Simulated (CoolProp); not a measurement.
Properties of hexamethyldisiloxane (MM) along the isotherm 620 K (Tc = 518.7 K, pc = 19.31 bar, ω = 0.418).

Model: reference Helmholtz-energy equation of state, Thol 2016, in CoolProp.

```csv
p (bar),phase,Z,cp (kJ/(kg K))
16.1,gas,0.8419,2.366
32.2,supercritical,___,2.572
48.3,supercritical,___,2.783
64.4,supercritical,0.6088,2.736
80.5,supercritical,0.6650,2.662
96.6,supercritical,0.7366,2.615
113,supercritical,0.8148,2.584
129,supercritical,0.8928,2.564
145,supercritical,0.9711,2.549
161,supercritical,1.049,___
177,supercritical,1.127,2.529
193,supercritical,1.204,2.522
```

Q: Some entries are withheld; supply them.

A: 
- 32.2, Z: 0.6997
- 48.3, Z: 0.6056
- 161, cp (kJ/(kg K)): 2.537
